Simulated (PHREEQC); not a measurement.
Solution (25 °C): 6.3 mmol/kgw AgNO3 and 19 mmol/kgw KNO3. Closed to the air; pH follows from the charge balance.

Computed with PHREEQC (ion-association model, wateq4f.dat).

```json
{
  "pH": "6.91",
  "ionic_strength": "0.0252 mol/kgw"
}
```

```tsv
species	molality	activity	log γ
NO3-	0.0252	0.0215	-0.070
K+	0.0190	0.0162	-0.068
Ag+	0.00624	0.00536	-0.066
AgNO3	5.87e-5	5.91e-5	0.003
H+	1.39e-7	1.22e-7	-0.055
OH-	9.56e-8	8.17e-8	-0.069
AgOH	4.35e-8	4.37e-8	0.003
```

This is a speciation only: nothing precipitates in the calculation.
